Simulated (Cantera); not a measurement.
Mixture: 6.90 % CO, 5.66 % H₂, 2.90 % CH₄, 17.7 % O₂, 66.8 % N₂, equivalence ratio 0.68, at 1.00 atm, adiabatic and at constant pressure. Ignition delay is the time to a rise of 400 K.

Model: GRI-Mech 3.0 (53 species, 325 reactions), integrated in Cantera. Where the delays flatten at high temperature, the 400 K rule measures the pace of heat release, not the induction time.

Question: Predict: delay at 1425 K; delay at 1500 K; delay at 1575 K; delay at 1650 K; delay at 1725 K.

Answer: 
```
Item               Value
---------------  -------
delay at 1425 K  61.6 µs
delay at 1500 K  45.7 µs
delay at 1575 K  35.3 µs
delay at 1650 K  28.3 µs
delay at 1725 K  24.2 µs
```
